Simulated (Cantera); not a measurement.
**Gas-phase reforming**

An isothermal, constant-pressure homogeneous reactor starts with 59.6 % CH4, 34.6 % CO2, 5.84 % H2, at 1350 K and 17000 Pa.

Cantera simulation using GRI-Mech 3.0 (53 species, 325 reactions); the numbers are that mechanism's predictions, not measurements. GRI-Mech 3.0 stops at C3 and has no aromatics, soot or wall deposition, so with more carbon than oxygen in the feed, carbon stays in small species such as C2H2 where larger ones or solid carbon would form.

| t (s) | x CH4 | x CO2 | x H2 | x CH2 | x C2H | x CH2CO |
|---|---|---|---|---|---|---|
| 0.000700 | 0.596 | 0.346 | 0.0584 | <1e-12 | <1e-12 | <1e-12 |
| 0.00156 | 0.596 | 0.346 | 0.0584 | 2.86e-12 | <1e-12 | <1e-12 |
| 0.00346 | 0.596 | 0.346 | 0.0584 | 1.19e-11 | <1e-12 | <1e-12 |
| 0.00768 | 0.596 | 0.346 | 0.0584 | 3.24e-11 | <1e-12 | <1e-12 |
| 0.0171 | 0.596 | 0.346 | 0.0584 | 4.90e-11 | <1e-12 | 2.42e-12 |
| 0.0379 | 0.596 | 0.346 | 0.0585 | 6.74e-11 | <1e-12 | 1.88e-11 |
| 0.0842 | 0.595 | 0.346 | 0.0586 | 1.02e-10 | <1e-12 | 1.35e-10 |
| 0.187 | 0.595 | 0.345 | 0.0591 | 1.53e-10 | <1e-12 | 9.20e-10 |
| 0.416 | 0.592 | 0.345 | 0.0604 | 1.91e-10 | <1e-12 | 5.34e-9 |
| 0.924 | 0.587 | 0.343 | 0.0640 | 1.95e-10 | 3.94e-12 | 2.43e-8 |
| 2.05 | 0.574 | 0.338 | 0.0730 | 1.88e-10 | 1.59e-11 | 9.58e-8 |
| 4.56 | 0.548 | 0.327 | 0.0917 | 1.78e-10 | 4.47e-11 | 3.46e-7 |
| 10.1 | 0.497 | 0.301 | 0.123 | 1.70e-10 | 9.83e-11 | 1.17e-6 |
| 22.5 | 0.410 | 0.247 | 0.167 | 1.92e-10 | 1.91e-10 | 3.69e-6 |
| 50.0 | 0.285 | 0.155 | 0.215 | 2.80e-10 | 3.44e-10 | 9.55e-6 |
x: mole fraction; the columns are a selection and need not sum to one.

Equilibrium at this temperature and pressure: CH4 0.0604, CO2 3.07e-7, H2 0.522, CH2 5.19e-11, C2H 1.83e-10, CH2CO 2.17e-7 (gas phase only).
